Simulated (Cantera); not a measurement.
Feed: 1 mol SiCl₄, 3.3 mol NO, 0.23 mol H₂, equilibrated at 6.90 Torr.

Cantera equilibrium calculation (NASA polynomials, part measured and part estimated; ideal gas, pure solids and liquids). Candidate condensed phases: H₂O, NH₄Cl, Si, SiO₂, Si₂N₂O, Si₃N₄; 47 gas species. The numbers say what is thermodynamically allowed, not how fast it happens.

Question: Which condensed phases are stable at each of these points (T (K)): 800, 825, 850, 875, 900, 925, 950, 975, 1000, 1025, 1050?

Answer: 
| T (K) | condensed phases | Si condensed (%) |
|---|---|---|
| 800 | SiO₂(α-quartz) | 100.0 |
| 825 | SiO₂(α-quartz) | 100.0 |
| 850 | SiO₂(β-quartz) | 100.0 |
| 875 | SiO₂(β-quartz) | 100.0 |
| 900 | SiO₂(β-quartz) | 100.0 |
| 925 | SiO₂(β-quartz) | 100.0 |
| 950 | SiO₂(β-quartz) | 100.0 |
| 975 | SiO₂(β-quartz) | 100.0 |
| 1000 | SiO₂(β-quartz) | 100.0 |
| 1025 | SiO₂(β-quartz) | 100.0 |
| 1050 | SiO₂(β-quartz) | 100.0 |

From 800 K to 825 K the condensed part is SiO₂(α-quartz). From 850 K to 1050 K the condensed part is SiO₂(β-quartz).
